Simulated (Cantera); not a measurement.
Thermodynamics of abatement and gas-phase synthesis, feed PH3 + H2O + O2

Charge: 1 mol PH3, 0.033 mol H2O, 0.083 mol O2, equilibrated at 1877 °C and 44.0 bar.

Method: chemical equilibrium by Gibbs-energy minimisation in Cantera with the NASA 1993 tables (ideal gas, pure condensed phases). Candidate condensed phases: H2O, P, P4O10; 17 gas species. The ideal-gas law is rough above about 30 bar. Gases not in the tables: HPO2, HPO3 and P4O6. The numbers say what is thermodynamically allowed, not how fast it happens.

The x(H2) is 0.671, the x(P2) is 0.217 and the x(H2O) is 0.0871. The x(P4) is 0.0124 and the x(PO) is 0.00873. The x(PH3) is 0.00143, the x(PO2) comes out as 0.00142 and the x(H) comes out as 0.000521. The x(PH) is 0.000455. The gas amount is 2.016 mol and the log10 activity of P(l) (absent) is -0.73.
